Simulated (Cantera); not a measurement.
## Adiabatic ignition

An adiabatic, constant-pressure homogeneous reactor starts with 2.97 % C₃H₈, 20.4 % O₂, 76.7 % N₂, at 1075 K and 8.40 bar.

Cantera simulation using GRI-Mech 3.0 (53 species, 325 reactions); the numbers are that mechanism's predictions, not measurements. GRI-Mech 3.0 was tuned for natural gas; its chemistry of propane as a main component is partial and can be far from experiment.

```tsv
t (s)	T (K)	x C₃H₈	x O₂	x O	x NO	x C₂H	x H₂O₂	x H
4.00e-6	1075	0.0297	0.204	1.17e-12	<1e-12	<1e-12	1.32e-10	4.61e-12
1.34e-5	1075	0.0297	0.204	2.78e-12	<1e-12	<1e-12	1.61e-9	5.78e-12
4.49e-5	1075	0.0297	0.204	9.09e-12	<1e-12	<1e-12	1.73e-8	1.30e-11
0.000150	1075	0.0297	0.204	3.91e-11	<1e-12	<1e-12	1.51e-7	7.03e-11
0.000504	1075	0.0297	0.204	1.25e-10	<1e-12	<1e-12	6.75e-7	2.70e-10
0.00169	1075	0.0296	0.204	1.60e-10	<1e-12	<1e-12	1.11e-6	3.69e-10
0.00566	1075	0.0293	0.203	2.62e-10	<1e-12	<1e-12	2.09e-6	7.75e-10
0.0190	2506	<1e-12	0.0535	0.00120	0.000594	<1e-12	5.28e-7	0.000285
0.0635	2488	<1e-12	0.0486	0.00105	0.0105	<1e-12	4.86e-7	0.000260
0.213	2488	<1e-12	0.0486	0.00105	0.0105	<1e-12	4.86e-7	0.000260
0.713	2488	<1e-12	0.0486	0.00105	0.0105	<1e-12	4.86e-7	0.000260
2.39	2488	<1e-12	0.0486	0.00105	0.0105	<1e-12	4.86e-7	0.000260
8.00	2488	<1e-12	0.0486	0.00105	0.0105	<1e-12	4.86e-7	0.000260
```
x: mole fraction; the columns are a selection and need not sum to one.

```yaml
time_of_steepest_temperature_rise: 18.7 ms
temperature at 8.00 s: 2488 K
equilibrium_temperature: 2488 K
x(C₃H₈) at 8.00 s: <1e-12 (gas-phase equilibrium <1e-12)
x(O₂) at 8.00 s: 0.0486 (gas-phase equilibrium 0.0486)
x(O) at 8.00 s: 0.00105 (gas-phase equilibrium 0.00105)
```
